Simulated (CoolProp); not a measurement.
The numbers come from the reference Helmholtz-energy equation of state, Guder 2009 in CoolProp.

Question: For sulfur hexafluoride, give the phase and the cp (kJ/(kg K)), speed of sound (m/s) at 612.9 K and 4380 kPa.

Answer: 
- 612.9 K and 4380 kPa: supercritical; cp 0.961, speed of sound 192
